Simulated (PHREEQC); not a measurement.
Solution (25 °C): 0.0013 mol/kgw SrBr2. Closed to the air; pH follows from the charge balance.

Equilibrium calculation in PHREEQC: ion-association model, phreeqc.dat.

No solid was allowed to form.

Predict the specific conductance.

specific conductance 328 µS/cm.

Species that the database lacks are ignored.
